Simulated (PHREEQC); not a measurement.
A column of 0.2 m (30 cells, dispersivity 0.007 m, 3600 s a shift, diffusion coefficient 3e-10 m²/s) holds 0.016 eq of the database's cation exchanger X per kg of pore water, first in equilibrium with 0.00036 mol/kgw MgSO4, 0.067 mol/kgw Na2SO4, 0.0033 mol/kgw KBr and 1e-05 mol/kgw HCl. It is flushed with 0.0098 mol MgSO4 and 1e-05 mol HCl per kg of water, at 15 °C. Values are for the last cell. CO2 from the air is kept out. No solid was allowed to form.

Base run: PHREEQC, ion-association model, phreeqc.dat. Each further column changes one thing. The table gives K in solution (mol/kgw).

| pore volumes | base | exchange capacity from 0.016 to 0.008 eq/kgw | dispersivity from 0.007 to 0.014 m |
|---|---|---|---|
| 0 | 0.00330 | 0.00330 | 0.00330 |
| 0.2833 | 0.00330 | 0.00330 | 0.00330 |
| 0.6833 | 0.00304 | 0.00307 | 0.00281 |
| 1.083 | 0.00151 | ___ | 0.00183 |
| 1.35 | 0.00110 | 0.00147 | 0.00193 |
| 1.617 | 0.00322 | 0.000663 | 0.00183 |
| 2.017 | 0.000997 | 0.000141 | 0.000910 |
| 2.417 | 0.000251 | 2.52e-5 | 0.000390 |
| 2.683 | 9.75e-5 | 7.56e-6 | 0.000216 |
| 2.95 | 3.72e-5 | 2.20e-6 | 0.000119 |
| 3.35 | 8.53e-6 | ___ | 4.77e-5 |
| 3.75 | 1.91e-6 | ___ | 1.91e-5 |
| 4.017 | 6.95e-7 | 1.34e-8 | 1.03e-5 |

**Question.** What belongs in the gaps?

**Answer.** 
- 1.083, exchange capacity from 0.016 to 0.008 eq/kgw: 0.00208
- 3.35, exchange capacity from 0.016 to 0.008 eq/kgw: 3.34e-7
- 3.75, exchange capacity from 0.016 to 0.008 eq/kgw: 4.89e-8
